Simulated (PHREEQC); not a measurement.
# Brine: speciation

Dissolve 3.7 mol NaBr, 2.7 mol SrCl2 and 0.89 mol NaCl per kg of water at 25 °C. Closed to the air; pH follows from the charge balance.

Equilibrium calculation in PHREEQC: Pitzer model, pitzer.dat.

No solid was allowed to form.

### Question
What activity of water, density does the model give?

### Answer
activity of water 0.521; density 1.460 g/cm³.

Examples of supersaturated solids here: Halite. Others may be too.
